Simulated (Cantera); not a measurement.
Cantera run, input and output.

```python
import numpy as np
import cantera as ct

gas = ct.Solution("h2o2.yaml")
gas.TP = 300, 120000
flame = ct.CounterflowDiffusionFlame(gas, width=0.02)
flame.fuel_inlet.X, flame.fuel_inlet.T = {'H2': 1, 'N2': 0.45}, 525
flame.oxidizer_inlet.X, flame.oxidizer_inlet.T = {'O2': 0.19, 'N2': 0.81}, 525
flame.set_refine_criteria(ratio=3, slope=0.12, curve=0.24, prune=0.03)
show = ['OH', 'H', 'H2O', 'HO2']

rows = []
print(f"{'mdot':>8s}{'a_max':>10s}{'a_mean':>10s}{'Tmax/K':>9s}" + "".join(f"{s:>11s}" for s in show) + "   (peak mole fractions)")
for i, mdot in enumerate([0.72, 1.1, 1.6, 2.3, 3.4, 4.9, 7.2, 11]):  # kg/m2/s on the oxidiser side
    flame.oxidizer_inlet.mdot, flame.fuel_inlet.mdot = mdot, 0.49 * mdot
    flame.solve(loglevel=0, auto=(i == 0))
    if flame.T.max() < max(525, 525) + 100:
        print(f"{mdot:8.3g}  no burning solution found from the previous one")
        break
    dT = np.abs(np.gradient(flame.T, flame.grid))
    rows.append([flame.strain_rate("max"), flame.strain_rate("mean"), flame.T.max(),
                 *(flame.X[gas.species_index(s)].max() for s in show), max(dT[0], dT[-1]) / dT.max()])
    print(f"{mdot:8.3g}{rows[-1][0]:10.1f}{rows[-1][1]:10.1f}{rows[-1][2]:9.1f}" + "".join(f"{x:11.3e}" for x in rows[-1][3:-1]))
```

It prints:

```
    mdot     a_max    a_mean   Tmax/K         OH          H        H2O        HO2   (peak mole fractions)
    0.72     433.9     109.1   2280.2  1.394e-02  1.099e-02  2.528e-01  3.888e-05
     1.1     640.6     166.8   2230.0  1.418e-02  1.289e-02  2.494e-01  5.261e-05
     1.6     899.2     242.5   2187.1  1.447e-02  1.485e-02  2.470e-01  6.660e-05
     2.3    1239.0     348.7   2140.9  1.457e-02  1.699e-02  2.443e-01  8.235e-05
     3.4    1728.2     515.4   2087.3  1.452e-02  1.954e-02  2.412e-01  1.007e-04
     4.9    2337.8     742.8   2029.1  1.424e-02  2.211e-02  2.384e-01  1.196e-04
     7.2    3330.6    1091.5   1972.0  1.394e-02  2.504e-02  2.355e-01  1.405e-04
      11    4977.5    1667.5   1906.7  1.340e-02  2.848e-02  2.318e-01  1.639e-04
```

Computed with Cantera and the H2/O2 subset of GRI-Mech 3.0, which has no nitrogen chemistry. The maximum strain rate includes the flame's own expansion and is several times the mean.
